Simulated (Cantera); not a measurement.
What does this Cantera script print?

```python
import numpy as np
import cantera as ct

gas = ct.Solution("gri30.yaml")


def delay(T, t_max=10):
    gas.TPX = T, 44000, {'C2H4': 1, 'O2': 6.82, 'N2': 25.6, 'H2O': 2.3}
    reactor = ct.IdealGasReactor(gas, clone=False)
    net = ct.ReactorNet([reactor])
    net.rtol, net.atol = 1e-8, 1e-16
    while net.time < t_max:
        t_old, T_old = net.time, reactor.T
        net.step()
        if reactor.T > T + 400:  # ignition: a rise of 400 K
            return t_old + (T + 400 - T_old) / (reactor.T - T_old) * (net.time - t_old)
    return np.nan


taus = []
for T in [1075, 1125, 1175, 1225, 1275, 1325]:
    taus.append(delay(T))
    print(f"T0 = {T:6g} K   tau = {taus[-1]:.4e} s")
```

It prints:

```
T0 =   1075 K   tau = 5.9156e-03 s
T0 =   1125 K   tau = 1.3898e-03 s
T0 =   1175 K   tau = 6.0093e-04 s
T0 =   1225 K   tau = 3.6188e-04 s
T0 =   1275 K   tau = 2.4967e-04 s
T0 =   1325 K   tau = 1.8509e-04 s
```

Model: GRI-Mech 3.0 (53 species, 325 reactions), integrated in Cantera. GRI-Mech 3.0 was tuned for natural gas; its chemistry of ethylene as a main component is partial and can be far from experiment.
